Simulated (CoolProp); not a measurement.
Properties of R125 along the isotherm 382 K (Tc = 339.2 K, pc = 3.618 MPa, ω = 0.305).

Computed with CoolProp (reference Helmholtz-energy equation of state, Lemmon 2005).

| p (MPa) | phase | density (kg/m³) | cv (kJ/(kg K)) | Joule-Thomson coefficient (K/MPa) | conductivity (mW/(m K)) | fugacity coefficient |
|---|---|---|---|---|---|---|
| 0.696 | gas | 27.52 | [?] | 6.733 | [?] | 0.9571 |
| 1.39 | gas | [?] | 0.8616 | 7.032 | 21.3 | 0.9153 |
| 2.09 | gas | 91.79 | 0.8732 | 7.340 | 21.8 | 0.8740 |
| 2.78 | gas | 129.8 | 0.8856 | 7.646 | 22.6 | 0.8341 |
| 3.48 | gas | [?] | 0.8989 | 7.937 | 23.7 | 0.7944 |
| 4.17 | supercritical | 226.2 | 0.9127 | 8.143 | 25.2 | 0.7561 |
| 4.87 | supercritical | 289.7 | 0.9268 | 8.141 | 27.4 | 0.7180 |
| 5.57 | supercritical | 366.5 | 0.9397 | 7.731 | 30.3 | 0.6809 |
| 6.26 | supercritical | 454.2 | 0.9486 | 6.833 | 33.5 | 0.6458 |
| 6.96 | supercritical | 545.9 | 0.9509 | 5.582 | 36.5 | 0.6125 |
| 7.65 | supercritical | [?] | 0.9480 | 4.357 | 38.8 | 0.5826 |
| 8.35 | supercritical | 691.4 | 0.9432 | 3.376 | 40.6 | 0.5556 |
| 9.05 | supercritical | 742.6 | 0.9388 | [?] | 42.2 | 0.5319 |

Question: Fill in the missing entries.

Answer: 
- 0.696, cv (kJ/(kg K)): 0.8510
- 0.696, conductivity (mW/(m K)): 20.9
- 1.39, density (kg/m³): 57.76
- 3.48, density (kg/m³): 174.4
- 7.65, density (kg/m³): 626.1
- 9.05, Joule-Thomson coefficient (K/MPa): 2.673

Thermal conductivity comes from a separate model (Perkins 2006).
